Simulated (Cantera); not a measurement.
Cantera run, input and output.

```python
import numpy as np
import cantera as ct

gas = ct.Solution("h2o2.yaml")
gas.TPX = 450, 500000, {'H2': 1, 'O2': 0.15, 'N2': 0.752}
flame = ct.FreeFlame(gas, width=0.013)
flame.set_refine_criteria(ratio=3, slope=0.08, curve=0.16)
flame.transport_model = "mixture-averaged"
flame.solve(loglevel=0, auto=True)
z, T = flame.grid, flame.T
thick = (T[-1] - T[0]) / np.gradient(T, z).max()
show = ['H2', 'O2', 'H2O', 'O', 'H', 'OH']
print(f"laminar burning velocity  {flame.velocity[0] * 100:.3f} cm/s")
print(f"burnt temperature         {T[-1]:.1f} K")
print(f"thermal thickness         {thick * 1e3:.4f} mm")
print(f"grid points               {len(z)}")
z0 = z[flame.heat_release_rate.argmax()]
print(f"{'z/mm':>9s}{'T/K':>9s}{'u/(m/s)':>9s}" + "".join(f"{s:>11s}" for s in show))
rows = []
for k in (-3, -2, -1.5, -1, -0.5, -0.25, 0, 0.25, 0.5, 1, 2, 4, 8):
    zz = z0 + k * thick
    rows.append([k * thick, np.interp(zz, z, T), np.interp(zz, z, flame.velocity),
                 *(np.interp(zz, z, flame.X[gas.species_index(s)]) for s in show)])
    print(f"{rows[-1][0] * 1e3:9.3f}{rows[-1][1]:9.1f}{rows[-1][2]:9.3f}" + "".join(f"{x:11.3e}" for x in rows[-1][3:]))
```

Result:

```
laminar burning velocity  242.076 cm/s
burnt temperature         1703.4 K
thermal thickness         0.0731 mm
grid points               112
     z/mm      T/K  u/(m/s)         H2         O2        H2O          O          H         OH
   -0.219    450.1    2.421  5.257e-01  7.887e-02  2.005e-07  1.103e-11  4.170e-14  1.214e-13
   -0.146    450.5    2.422  5.255e-01  7.890e-02  1.966e-06  1.850e-10  7.119e-13  2.056e-12
   -0.110    452.5    2.430  5.249e-01  7.902e-02  1.951e-05  2.469e-09  1.042e-11  2.964e-11
   -0.073    466.0    2.489  5.216e-01  7.955e-02  2.670e-04  4.268e-08  5.833e-10  1.152e-09
   -0.037    610.5    3.162  5.008e-01  7.913e-02  8.564e-03  5.308e-06  3.915e-05  1.899e-05
   -0.018    879.2    4.447  4.726e-01  6.820e-02  3.741e-02  5.713e-05  1.291e-03  1.861e-04
    0.000   1173.3    5.861  4.390e-01  4.672e-02  8.276e-02  2.092e-04  6.239e-03  2.944e-04
    0.018   1374.0    6.847  4.111e-01  2.446e-02  1.251e-01  2.714e-04  1.260e-02  3.719e-04
    0.037   1481.6    7.383  3.956e-01  1.062e-02  1.507e-01  1.696e-04  1.610e-02  3.489e-04
    0.073   1566.7    7.799  3.874e-01  1.839e-03  1.672e-01  3.756e-05  1.595e-02  2.770e-04
    0.146   1619.4    8.039  3.887e-01  1.271e-04  1.709e-01  6.659e-06  1.162e-02  2.128e-04
    0.292   1656.6    8.204  3.917e-01  2.995e-06  1.716e-01  2.067e-06  6.995e-03  1.408e-04
    0.585   1679.4    8.303  3.939e-01  1.847e-07  1.720e-01  6.463e-07  3.838e-03  8.187e-05
```

Cantera simulation using the H2/O2 subset of GRI-Mech 3.0, which has no nitrogen chemistry; the numbers are that mechanism's predictions, not measurements. The hydrogen kinetics of GRI-Mech 3.0 are dated; newer H2 mechanisms differ, most at raised pressure. Burning velocities carry a grid error of a few per cent, more on coarse grids.
